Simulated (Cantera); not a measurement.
## Ammonia decomposition in nitride growth gas

A perfectly stirred reactor is fed with 90.9 % NH₃, 9.09 % H₂, at 1.01 bar; it is held at 2098 K, and followed from long to short residence time.

Detailed kinetics in Cantera: the gas-phase N/H chemistry of the illustrative SiF4/NH3 mechanism in the Surface Chemkin manual (1991). Walls and surfaces, which speed up NH3 decomposition in real reactors, are not modelled.

```tsv
τ (s)	x NH₃	x H₂	x N₂H₄	x H	x NH₂	x N₂
0.30	0.0319	0.737	7.45e-9	0.00142	0.000184	0.230
0.17	0.0526	0.722	1.50e-8	0.00120	0.000261	0.224
0.10	0.0832	0.699	2.84e-8	0.00101	0.000360	0.216
0.058	0.131	0.664	5.30e-8	0.000830	0.000491	0.203
0.033	0.203	0.611	9.67e-8	0.000664	0.000664	0.184
0.019	0.299	0.540	1.64e-7	0.000520	0.000863	0.159
0.011	0.413	0.456	2.55e-7	0.000397	0.00108	0.129
0.0064	0.533	0.367	3.63e-7	0.000296	0.00129	0.0979
0.0037	0.645	0.285	4.77e-7	0.000218	0.00147	0.0686
0.0021	0.737	0.217	5.82e-7	0.000161	0.00163	0.0443
0.0012	0.802	0.169	6.64e-7	0.000124	0.00174	0.0273
```
x: mole fraction; the columns are a selection and need not sum to one.
